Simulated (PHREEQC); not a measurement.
Nickel, zinc or cadmium bath

Solution (25 °C): 0.17 mol/kgw CdCl2, 3.5e-05 mol/kgw Na2SO4 and 0.015 mol/kgw H2SO4. Closed to the air; pH follows from the charge balance.

All values are PHREEQC results (ion-association model, wateq4f.dat), not measurements.

Each row changes one thing in this solution. No solid was allowed to form.

```
case                                                 pH  ionic strength (mol/kgw)  Cl- (mol/kgw)  CdCl+ (mol/kgw)  CdCl2 (mol/kgw)  Cd+2 (mol/kgw)  SI of CdOHCl (CdOHCl)
-------------------------------------------------  ----  ------------------------  -------------  ---------------  ---------------  --------------  ---------------------
as made                                            1.70                     0.208          0.157            0.105           0.0343          0.0239                  -4.91
H2SO4 replaced by FeSO4 at the same molality       5.34                     0.223          0.158            0.104           0.0338          0.0240                  -1.27
Na2SO4 replaced by Al2(SO4)3 at the same molality  1.70                     0.208          0.157            0.105           0.0343          0.0239                  -4.91
0.14 mol/kgw HF added                              1.62                     0.213          0.157            0.104           0.0342          0.0240                  -4.99
0.0086 mol/kgw Li2SO4 added                        1.74                     0.225          0.159            0.103           0.0338          0.0236                  -4.88
CdCl2 from 0.17 to 0.34 mol/kgw                    1.70                     0.321          0.251            0.196           0.0943          0.0308                  -4.65
diluted 5-fold with water                          2.32                    0.0600         0.0436           0.0196          0.00228          0.0111                  -4.97
temperature from 25 to 40 °C                       1.72                     0.205          0.154            0.104           0.0348          0.0237                  -4.66
```

At this temperature some constants are extrapolated from 25 °C, and those without enthalpy data are left unchanged.
